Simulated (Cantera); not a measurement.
A Cantera script and what it prints.

```python
import numpy as np
import cantera as ct

gas_names = """
    NbO2 NO2 N2
""".split()
cond_names = """
    Nb2O5(s) Nb2O5(L)
""".split()


# ... load() reads the species with a 1 bar reference pressure and builds the phases ...
species = {s.name: s for s in load("nasa_gas.yaml", gas_names) + load("nasa_condensed.yaml", cond_names)}
# Each term lists the table entries of one substance; the one whose range holds T is used.
reactions = {
    '8 NbO2(g) + 2 NO2(g) = 4 Nb2O5 + N2(g)':
        [(-8, ['NbO2']), (-2, ['NO2']), (4, ['Nb2O5(s)', 'Nb2O5(L)']), (1, ['N2'])],
}


def pick(names, T):
    return next(species[n] for n in names if species[n].thermo.min_temp <= T <= species[n].thermo.max_temp)


results = []
for label, terms in reactions.items():
    print(label)
    print("     T/K   dH/kJ  dS/(J/K)   dG/kJ   log10 K")
    for T in [923, 948, 973, 998, 1023, 1048, 1073, 1098]:
        used = [(nu, pick(names, T)) for nu, names in terms]
        dH = sum(nu * s.thermo.h(T) for nu, s in used) / 1e6
        dS = sum(nu * s.thermo.s(T) for nu, s in used) / 1e3
        dG = dH - T * dS / 1e3
        logK = -dG * 1e6 / (ct.gas_constant * T * np.log(10))
        results.append((label, T, dH, dS, dG, logK, [s.name for _, s in used]))
        print(f"{T:8g} {dH:8.1f} {dS:8.1f} {dG:8.1f} {logK:8.2f}")
```

Output:

```
8 NbO2(g) + 2 NO2(g) = 4 Nb2O5 + N2(g)
     T/K   dH/kJ  dS/(J/K)   dG/kJ   log10 K
     923  -5965.5  -1744.6  -4355.2   246.47
     948  -5961.0  -1739.8  -4311.7   237.57
     973  -5956.4  -1735.0  -4268.3   229.13
     998  -5951.9  -1730.4  -4224.9   221.13
    1023  -5947.3  -1725.9  -4181.7   213.52
    1048  -5942.7  -1721.4  -4138.6   206.28
    1073  -5938.0  -1717.0  -4095.7   199.38
    1098  -5933.4  -1712.8  -4052.8   192.80
```

Standard-state values (1 bar) from the NASA 1993 polynomials, evaluated with Cantera. Condensed species are held in their standard states even where they would react or evaporate.
